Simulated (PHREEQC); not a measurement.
Solution (20 °C and 500 atm): 0.002 mol ZnSO4, 0.14 mol CuCl2, 0.17 mol HCl, 0.0028 mol Na2SO4 and 0.055 mol Zn(NO3)2 per kg of water. Closed to the air; pH follows from the charge balance.

The numbers come from PHREEQC with the ion-association model, phreeqc.dat.

The ionic strength comes out as 0.689 mol/kgw. What activity coefficients do ZnCl4-2, Zn(SO4)2-2, Cu+2, CuCl+, Na+ get?

ZnCl4-2 0.20, Zn(SO4)2-2 0.33, Cu+2 0.24, CuCl+ 0.64, Na+ 0.73.

This is a speciation only: nothing precipitates in the calculation. Under pressure, the constants of complexes without a molar volume in the database are unreliable.
